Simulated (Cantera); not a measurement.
A freely propagating, adiabatic, planar premixed flame of H2 : O2 : N2 = 1 : 0.25 : 0.94 (molar parts), equivalence ratio 2.0, unburnt at 323 K and 46000 Pa; mixture-averaged transport, grid criteria slope 0.08 and curve 0.16, no radiation.

Computed with Cantera and the H2/O2 subset of GRI-Mech 3.0, which has no nitrogen chemistry. Burning velocities carry a grid error of a few per cent, more on coarse grids.

Problem. How do the results move with these cheaper or finer settings: unity-Lewis-number transport; multicomponent transport; multicomponent+Soret transport; grid criteria slope 0.5, curve 1; grid criteria slope 0.25, curve 0.5; grid criteria slope 0.03, curve 0.06?

Solution. 
```
setting                               laminar burning velocity  thermal thickness  peak x(H)  peak x(O)  grid points
------------------------------------  ------------------------  -----------------  ---------  ---------  -----------
as above                                              317 cm/s           0.950 mm     0.0863    0.00338          131
unity-Lewis-number transport                          186 cm/s           0.901 mm     0.0880    0.00226          119
multicomponent transport                              309 cm/s           0.959 mm     0.0860    0.00329          131
multicomponent+Soret transport                        297 cm/s           0.928 mm     0.0850    0.00332          131
grid criteria slope 0.5, curve 1                      329 cm/s            1.25 mm     0.0918    0.00311           45
grid criteria slope 0.25, curve 0.5                   323 cm/s            1.05 mm     0.0868    0.00318           64
grid criteria slope 0.03, curve 0.06                  316 cm/s           0.933 mm     0.0860    0.00344          308
```
Unity Lewis numbers drop preferential diffusion, which matters most where H2 and H carry the flame; Soret adds thermal diffusion.
